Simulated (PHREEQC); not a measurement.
A PHREEQC input (ion-association model, phreeqc.dat):

```
SOLUTION 1
  temp 20
  units M
  pH 6.95
  pe 9.8
  Na 0.965
  K 0.507
  Ca 5.41
  Mg 0.483
  Cl 2.37
  S(6) 0.0583 as SO4
  Alkalinity 18.9 as HCO3
  Sr 0.986
  O(0) 0.0828
END
USE solution 1
EQUILIBRIUM_PHASES 1
  CO2(g) -3.4 10
END
```

It stops with these messages:

```
ERROR: Calculations terminating due to input errors.
```

The fault: a unit that the program doesn't know. The line should read `units mg/L` where the input has `units M`. With the mend the run ends at pH 7.67 and ionic strength 0.000548 mol/kgw.
